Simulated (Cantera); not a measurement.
Input: 1 mol TEOS, 7.9 mol NO, 13 mol H2, held at 702 °C and 120 Pa.

Equilibrium computed with Cantera from the NASA thermochemical tables; the gas is ideal and each condensed phase is pure. Candidate condensed phases: C, C6H6, C7H8, C8H18, H2O, Si, SiC, SiO2, Si2N2O, Si3N4; 151 gas species. The feed counts by its element totals alone. Kinetics and transport are ignored.

What is the equilibrium state?


```json
{
 "x(H2)": "0.623",
 "x(CO)": "0.210",
 "x(N2)": "0.113",
 "x(H2O)": "0.0353",
 "x(CO2)": "0.0190",
 "n(SiO2(β-quartz))": "1.00 mol",
 "gas_amount": "34.95 mol",
 "log10 activity of C(graphite) (absent)": "-2.57",
 "log10 activity of Si(s) (absent)": "-16.08"
}
```
